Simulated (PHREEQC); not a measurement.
Dissolve 0.0013 mol/kgw NH3, 0.0062 mol/kgw Na2SiO3, 0.00049 mol/kgw K3PO4 and 0.0013 mol/kgw NaCl at 25 °C. Closed to the air; pH follows from the charge balance.

Computed with PHREEQC (ion-association model, phreeqc.dat).

Precipitation was switched off in this run.

Q: Estimate the pH.

A: pH 11.74.

Q: In which forms is Si present?

A: H3SiO4- 94 %, H2SiO4-2 5.0 %, H4SiO4 1.0 % of the Si.
